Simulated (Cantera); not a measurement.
What does this Cantera script print?

```python
import numpy as np
import cantera as ct

gas = ct.Solution("gri30.yaml")
gas.TPX = 1975, 32000, {'CH4': 0.31, 'H2O': 0.46}
reactor = ct.IdealGasConstPressureReactor(gas, energy="off", clone=False)
net = ct.ReactorNet([reactor])
net.rtol, net.atol = 1e-08, 1e-18
show = ['CH4', 'H2O', 'HO2', 'O', 'CO', 'CH2CO', 'C2H2']
times = np.geomspace(2e-05, 20, 15)

steps = ct.SolutionArray(gas, extra=["t"])
rows = []
print(f"{'t/s':>10s}{'T/K':>9s}{'P/Pa':>11s}" + "".join(f"{s:>11s}" for s in show))
for t in times:
    while net.time < t:
        t_next = net.step()
        steps.append(gas.state, t=t_next)
    rows.append([np.interp(t, steps.t, y) for y in (steps.T, steps.P, *steps(*show).X.T)])
    print(f"{t:10.3e}{rows[-1][0]:9.1f}{rows[-1][1]:11.4g}" + "".join(f"{x:11.3e}" for x in rows[-1][2:]))
rate = np.gradient(steps.T, steps.t)
print("integrator steps:", len(steps.t))
if steps.T.max() > steps.T[0] + 200:
    print(f"time of steepest temperature rise: {steps.t[rate.argmax()]:.4e} s")
gas.TPX = 1975, 32000, {'CH4': 0.31, 'H2O': 0.46}
gas.equilibrate("TP")
print(f"equilibrium (TP): T = {gas.T:.1f} K  " + "  ".join(f"{s} {gas[s].X[0]:.3e}" for s in show))
```

Result:

```
       t/s      T/K       P/Pa        CH4        H2O        HO2          O         CO      CH2CO       C2H2
 2.000e-05   1975.0    3.2e+04  3.928e-01  5.949e-01  3.863e-12  3.221e-08  2.002e-06  1.998e-09  1.848e-05
 5.365e-05   1975.0    3.2e+04  3.613e-01  5.864e-01  2.416e-11  1.459e-07  1.357e-04  6.195e-07  1.196e-03
 1.439e-04   1975.0    3.2e+04  2.415e-01  5.389e-01  6.012e-11  2.144e-07  1.904e-03  5.403e-05  2.970e-02
 3.861e-04   1975.0    3.2e+04  1.202e-01  4.717e-01  5.680e-11  1.346e-07  5.996e-03  2.025e-04  8.808e-02
 1.036e-03   1975.0    3.2e+04  5.176e-02  4.258e-01  5.792e-11  1.213e-07  1.435e-02  2.315e-04  1.124e-01
 2.779e-03   1975.0    3.2e+04  2.245e-02  3.800e-01  5.942e-11  1.325e-07  3.239e-02  2.045e-04  1.109e-01
 7.455e-03   1975.0    3.2e+04  1.511e-02  3.144e-01  3.924e-11  1.240e-07  6.797e-02  1.311e-04  8.797e-02
 2.000e-02   1975.0    3.2e+04  1.123e-02  2.334e-01  1.860e-11  1.018e-07  1.197e-01  5.923e-05  5.487e-02
 5.365e-02   1975.0    3.2e+04  6.708e-03  1.604e-01  8.032e-12  8.138e-08  1.713e-01  1.816e-05  2.419e-02
 1.439e-01   1975.0    3.2e+04  2.691e-03  1.152e-01  4.027e-12  6.639e-08  2.049e-01  3.086e-06  5.358e-03
 3.861e-01   1975.0    3.2e+04  2.609e-04  1.012e-01  3.105e-12  6.082e-08  2.153e-01  8.391e-08  1.217e-04
 1.036e+00   1975.0    3.2e+04  1.408e-08  1.006e-01  3.130e-12  6.196e-08  2.156e-01  1.632e-12  2.639e-10
 2.779e+00   1975.0    3.2e+04  3.232e-09  1.006e-01  3.130e-12  6.196e-08  2.156e-01  3.498e-13  1.277e-12
 7.455e+00   1975.0    3.2e+04  3.232e-09  1.006e-01  3.130e-12  6.196e-08  2.156e-01  3.498e-13  1.277e-12
 2.000e+01   1975.0    3.2e+04  3.232e-09  1.006e-01  3.130e-12  6.196e-08  2.156e-01  3.498e-13  1.277e-12
integrator steps: 1870
equilibrium (TP): T = 1975.0 K  CH4 3.896e-09  H2O 1.006e-01  HO2 3.130e-12  O 6.196e-08  CO 2.156e-01  CH2CO 4.212e-13  C2H2 1.538e-12
```

Computed with Cantera and GRI-Mech 3.0 (53 species, 325 reactions).
